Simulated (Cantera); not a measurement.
An isothermal, constant-pressure homogeneous reactor starts with 26.3 % NO, 73.7 % N₂, at 1825 K and 0.790 bar.

Cantera simulation using GRI-Mech 3.0 (53 species, 325 reactions); the numbers are that mechanism's predictions, not measurements.

**Question.** Predict: x(NO) at 3.00 s; x(NO₂) at 3.00 s; x(O) at 3.00 s; x(N₂) at 3.00 s; x(N₂O) at 3.00 s; x(O₂) at 3.00 s.

**Answer.** x(NO) at 3.00 s: 0.181 (gas-phase equilibrium 0.00374)
x(NO₂) at 3.00 s: 0.000172 (gas-phase equilibrium 6.21e-6)
x(O) at 3.00 s: 3.63e-5 (gas-phase equilibrium 6.26e-5)
x(N₂) at 3.00 s: 0.778 (gas-phase equilibrium 0.867)
x(N₂O) at 3.00 s: 1.37e-5 (gas-phase equilibrium 2.00e-7)
x(O₂) at 3.00 s: 0.0406 (gas-phase equilibrium 0.130)
